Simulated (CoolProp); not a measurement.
Values from CoolProp's reference Helmholtz-energy equation of state, Lemmon and Jacobsen 2000.

**Question.** Give the vapour pressure (MPa), liquid density (kg/m³), vapour density (kg/m³) of saturated R143a at 253.6, 278.5, 295 K.

**Answer.** 
```csv
T (K),p (MPa),liquid density (kg/m³),vapour density (kg/m³)
253.6,0.321,1090,14.3
278.5,0.730,1010,32.2
295,1.16,943,52.6
```
